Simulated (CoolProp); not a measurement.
Model: reference Helmholtz-energy equation of state, Rui 2013, in CoolProp.

Problem. For R236EA, give the phase and the cv (kJ/(kg K)), speed of sound (m/s), Joule-Thomson coefficient (K/MPa) at 320.6 K and 41.9 bar; 363.8 K and 1.3 bar; 324.3 K and 13.4 bar.

Solution. 
- 320.6 K and 41.9 bar: liquid; cv 0.912, speed of sound 531, Joule-Thomson coefficient -0.133
- 363.8 K and 1.3 bar: gas; cv 0.896, speed of sound 143, Joule-Thomson coefficient 12.4
- 324.3 K and 13.4 bar: liquid; cv 0.915, speed of sound 490, Joule-Thomson coefficient -0.0758
